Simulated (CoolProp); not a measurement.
Vapour-liquid equilibrium of R22 (1) + R11 (2) at 0.46 MPa; x and y are mole fractions of (1).

Model: multi-fluid Helmholtz-energy mixture model, Kamei 1995 and Jacobsen 1992; pair parameters Bell 2016, in CoolProp.

Question: Give the bubble temperature and the first vapour's composition at x = 0.2, 0.5, 0.95. Is there an azeotrope?

Answer: x = 0.2: 308.8 K, y = 0.704; x = 0.5: 287.4 K, y = 0.897; x = 0.95: 272.2 K, y = 0.992. No azeotrope shows between x = 0.05 and 0.95.

Pair parameters are fitted to limited data, so mixtures are less certain than the pure fluids.
